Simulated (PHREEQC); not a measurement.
Dissolve 0.052 mol HCl and 7.5e-05 mol FeCl3 per kg of water at 5 °C. Closed to the air; pH follows from the charge balance.

Computed with PHREEQC (ion-association model, wateq4f.dat).

Each row changes one thing in this solution. This is a speciation only: nothing precipitates in the calculation.

```tsv
case	pH	ionic strength (mol/kgw)
as made	1.35	0.0524
temperature from 5 to 20 °C	1.35	0.0524
HCl left out	___	___
temperature from 5 to 65 °C	1.36	0.0523
FeCl3 replaced by PbCl2 at the same molality	1.35	0.0522
FeCl3 replaced by CuCl2 at the same molality	1.35	0.0522
HCl replaced by KCl at the same molality	___	0.0523
temperature from 5 to 70 °C	1.36	0.0523
FeCl3 from 7.5e-05 to 0.000375 mol/kgw	1.35	___
```

Fill in the missing entries.


- HCl left out, pH: 3.95
- HCl left out, ionic strength (mol/kgw): 0.000264
- HCl replaced by KCl at the same molality, pH: 4.05
- FeCl3 from 7.5e-05 to 0.000375 mol/kgw, ionic strength (mol/kgw): 0.0539

Complexes and solids missing from the database can't appear. Some of these states are supersaturated (in Hematite (slow to form), Goethite (slow to form), for instance). Constants without temperature data keep their 25 °C values here.
